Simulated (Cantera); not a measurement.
Charge: 1 mol AlN, 0.18 mol N₂, at 0.133 bar.

Equilibrium computed with Cantera from the NASA thermochemical tables; the gas is ideal and each condensed phase is pure. Candidate condensed phases: Al, AlN; 5 gas species. Rates play no part.

Which condensed phases are stable at each of these points (T (K)): 2298, 2398, 2498, 2598, 2698, 2798, 2898, 2998?


```json
[
 {"T (K)": "2298", "condensed phases": "AlN(s)", "Al condensed (%)": "98.8"},
 {"T (K)": "2398", "condensed phases": "AlN(s)", "Al condensed (%)": "92.3"},
 {"T (K)": "2498", "condensed phases": "gas only", "Al condensed (%)": "0.0"},
 {"T (K)": "2598", "condensed phases": "gas only", "Al condensed (%)": "0.0"},
 {"T (K)": "2698", "condensed phases": "gas only", "Al condensed (%)": "0.0"},
 {"T (K)": "2798", "condensed phases": "gas only", "Al condensed (%)": "0.0"},
 {"T (K)": "2898", "condensed phases": "gas only", "Al condensed (%)": "0.0"},
 {"T (K)": "2998", "condensed phases": "gas only", "Al condensed (%)": "0.0"}
]
```

From 2298 K to 2398 K the condensed part is AlN(s). From 2498 K to 2998 K nothing is condensed.
